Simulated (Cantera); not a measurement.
# Low-pressure radical oxidation in H2/O2

An isothermal, constant-pressure homogeneous reactor starts with H₂ : O₂ : N₂ = 0.18 : 1 : 1.4 (molar parts), equivalence ratio 0.090, at 1275 K and 220 Pa.

Computed with Cantera and the H2/O2 subset of GRI-Mech 3.0, which has no nitrogen chemistry. Radical loss at walls, strong at low pressure, is not modelled. The temperature is held fixed by assumption; the heat of reaction is taken as removed at once.

```
t (s)        x H₂   x O₂     x HO₂       x H      x OH     x H₂O    x H₂O₂
--------  -------  -----  --------  --------  --------  --------  --------
3.00e-6    0.0698  0.388  4.67e-11  4.65e-11    <1e-12    <1e-12    <1e-12
9.53e-6    0.0698  0.388  1.48e-10  1.47e-10  1.48e-12    <1e-12    <1e-12
3.03e-5    0.0698  0.388  4.71e-10  4.57e-10  1.44e-11    <1e-12    <1e-12
9.62e-5    0.0698  0.388   1.50e-9   1.38e-9  1.32e-10  1.73e-11    <1e-12
0.000306   0.0698  0.388   4.76e-9   4.02e-9   1.04e-9  4.55e-10  1.26e-12
0.000972   0.0698  0.388   1.51e-8   1.54e-8   7.54e-9   1.05e-8  1.26e-11
0.00309    0.0698  0.388   4.80e-8   2.73e-7   1.62e-7   4.60e-7  1.24e-10
0.00981    0.0665  0.386   2.25e-7   0.00124  0.000722   0.00232   1.55e-9
0.0312    0.00271  0.341   3.13e-7    0.0200   0.00472    0.0547   1.26e-8
0.0990    0.00265  0.342   3.13e-7    0.0191   0.00467    0.0553   1.27e-8
0.315     0.00246  0.344   3.14e-7    0.0166   0.00451    0.0571   1.31e-8
1.00      0.00192  0.349   3.11e-7    0.0107   0.00402    0.0615   1.40e-8
```
x: mole fraction; the columns are a selection and need not sum to one.

Equilibrium at this temperature and pressure: H₂ 1.42e-7, O₂ 0.365, HO₂ 8.20e-9, H 5.95e-9, OH 3.53e-5, H₂O 0.0723, H₂O₂ 9.25e-11 (gas phase only).
